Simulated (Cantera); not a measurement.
What does this Cantera script print?

```python
import numpy as np
import cantera as ct

gas = ct.Solution("gri30.yaml")


def delay(T, t_max=10):
    gas.TPX = T, 100000, {'CH4': 1, 'O2': 1.54, 'N2': 5.78}
    reactor = ct.IdealGasReactor(gas, clone=False)
    net = ct.ReactorNet([reactor])
    net.rtol, net.atol = 1e-8, 1e-16
    while net.time < t_max:
        t_old, T_old = net.time, reactor.T
        net.step()
        if reactor.T > T + 400:  # ignition: a rise of 400 K
            return t_old + (T + 400 - T_old) / (reactor.T - T_old) * (net.time - t_old)
    return np.nan


taus = []
for T in [1050, 1125, 1200, 1275, 1350, 1425]:
    taus.append(delay(T))
    print(f"T0 = {T:6g} K   tau = {taus[-1]:.4e} s")
```

Result:

```
T0 =   1050 K   tau = 5.2075e-01 s
T0 =   1125 K   tau = 1.5406e-01 s
T0 =   1200 K   tau = 5.0041e-02 s
T0 =   1275 K   tau = 1.7681e-02 s
T0 =   1350 K   tau = 6.7343e-03 s
T0 =   1425 K   tau = 2.7598e-03 s
```

Cantera simulation using GRI-Mech 3.0 (53 species, 325 reactions); the numbers are that mechanism's predictions, not measurements.
